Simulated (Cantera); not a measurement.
Charge: 1 mol Cr, 0.87 mol NH3, 23 mol H2, held at 360000 Pa.

Method: chemical equilibrium by Gibbs-energy minimisation in Cantera with the NASA 1993 tables (ideal gas, pure condensed phases). Candidate condensed phases: Cr, CrN, Cr2N; 11 gas species. Rates play no part.

### Question
What share of the Cr ends up in condensed phases as a function of T (K), at 1575, 1725, 1875, 2025, 2175, 2325, 2475?

### Answer
| T (K) | Cr condensed (%) | as |
|---|---|---|
| 1575 | 100.0 | Cr(s) |
| 1725 | 100.0 | Cr(s) |
| 1875 | 99.8 | Cr(s) |
| 2025 | 99.0 | Cr(s) |
| 2175 | 95.4 | Cr(l) |
| 2325 | 83.9 | Cr(l) |
| 2475 | 51.7 | Cr(l) |
